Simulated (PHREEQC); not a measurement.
Dissolve 0.007 mol/kgw NH4HCO3 at 25 °C. Closed to the air; pH follows from the charge balance.

Model: ion-association model, wateq4f.dat, run in PHREEQC.

```
quantity                    before     after
------------------------  --------  --------
pH                            7.77     10.94
ionic strength (mol/kgw)   0.00681    0.0200
HCO3- (mol/kgw)            0.00674  0.000996
CO2 (mol/kgw)             0.000235   2.26e-8
CO3-2 (mol/kgw)            2.41e-5   0.00600
```

Question: Name the change that produced these shifts.
A. NH4HCO3 from 0.007 to 0.0105 mol/kgw
B. NH4HCO3 replaced by Li2CO3 at the same molality
C. temperature from 25 to 55 °C
D. temperature from 25 to 70 °C

Answer: B, NH4HCO3 replaced by Li2CO3 at the same molality

No solid was allowed to form.
